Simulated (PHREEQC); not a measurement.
Consider water at 25 °C with 0.00023 mol/kgw Ca(HCO3)2. Closed to the air; pH follows from the charge balance.

Model: ion-association model, phreeqc.dat, run in PHREEQC.

No solid was allowed to form.

**Question.** What pH does the model give?

**Answer.** pH 8.19.

**Question.** In which forms is C present?

**Answer.** HCO3- 97 %, CO2 1.4 %, CO3-2 0.8 % of the C.

Complexes and solids missing from the database can't appear.
